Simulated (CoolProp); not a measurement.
Vapour-liquid equilibrium of R125 (1) + fluoroethane (R161) (2) at 251.8 K; x and y are mole fractions of (1).

Model: multi-fluid Helmholtz-energy mixture model, Lemmon 2005 and Wu 2012; pair parameters Bell 2016, in CoolProp.

| x | bubble pressure (MPa) | y at the bubble point | dew pressure at overall composition x (MPa) | liquid density (mol/L) |
|---|---|---|---|---|
| 0.05 | 0.2064 | 0.070 | ___ | 16.23 |
| 0.2 | ___ | 0.282 | 0.2163 | 15.41 |
| 0.35 | 0.2452 | 0.471 | 0.2308 | 14.62 |
| 0.5 | 0.2672 | 0.625 | 0.2491 | 13.88 |
| 0.65 | 0.2871 | 0.748 | 0.2712 | 13.18 |
| 0.8 | 0.3039 | 0.854 | 0.2956 | 12.54 |
| 0.95 | 0.3172 | 0.961 | 0.3161 | ___ |

### Question
Fill in the missing entries.

### Answer

- 0.05, dew pressure at overall composition x (MPa): 0.2051
- 0.2, bubble pressure (MPa): 0.2238
- 0.95, liquid density (mol/L): 11.95

No azeotrope shows between x = 0.05 and 0.95.

The pair parameters rest on a limited set of measurements; away from them the model extrapolates. The gap from Raoult's law changes sign with composition, which may be real or a fault of the pair parameters; it wasn't checked against measurements.
